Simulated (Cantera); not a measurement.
Cantera run:

```python
import numpy as np
import cantera as ct

gas_names = """
    CL CL2 H HCL H2 Si SiCL SiCL2 SiCL3 SiCL4 SiH SiHCL3 SiH2 SiH2CL2 SiH3 SiH3CL SiH4 Si2 Si3
""".split()
cond_names = """
    Si(cr) Si(L)
""".split()


# ... load() reads the species with a 1 bar reference pressure and builds the phases ...
atoms = {
    'SiCl4': {'Si': 1, 'CL': 4},
    'HCl': {'H': 1, 'CL': 1},
    'H2': {'H': 2},
}
top_T = {}  # K; cautious upper limits of use, not melting points


# ... equilibrate(T, P, feed) seeds the gas with the atoms and calls Mixture.equilibrate('TP', solver="vcs", rtol=1e-11, max_steps=5000) ...
results = []
feed = {'SiCl4': 1, 'HCl': 2, 'H2': 0.58}  # mol
T = 1050  # K
P = 10000  # Pa
mix = equilibrate(T, P, feed)
results.append((T, P, feed, dict(zip(mix.species_names, mix.species_moles))))
print(gas.report(threshold=0.0001))
for i in range(1, mix.n_phases):
    print(f"{mix.phase(i).name:16s} {mix.phase_moles(i):12.5e} mol")
```

Result:

```
       temperature   1050 K
          pressure   10000 Pa
           density   0.078052 kg/m^3
  mean mol. weight   68.141 kg/kmol
   phase of matter   gas

                          1 kg             1 kmol
                     ---------------   ---------------
          enthalpy        -2.919e+06        -1.989e+08  J
   internal energy       -3.0471e+06       -2.0763e+08  J
           entropy            4515.7         3.077e+05  J/K
    Gibbs function       -7.6605e+06       -5.2199e+08  J
 heat capacity c_p            768.79             52386  J/K
 heat capacity c_v            646.77             44072  J/K

                      mass frac. Y      mole frac. X     chem. pot. / RT
                     ---------------   ---------------   ---------------
               HCL           0.29943           0.55965           -37.859
                H2         0.0047649           0.16105           -21.757
             SiCL3        0.00041453        0.00021011           -98.758
             SiCL4           0.69373           0.27825           -125.74
            SiHCL3         0.0016523        0.00083129           -109.64
     [  +14 minor]         4.613e-06         3.201e-06

Si(cr)            0.00000e+00 mol
```

Method: chemical equilibrium by Gibbs-energy minimisation in Cantera with the NASA 1993 tables (ideal gas, pure condensed phases). The tables' values for SiCl3 are old estimates; treat these amounts as uncertain.
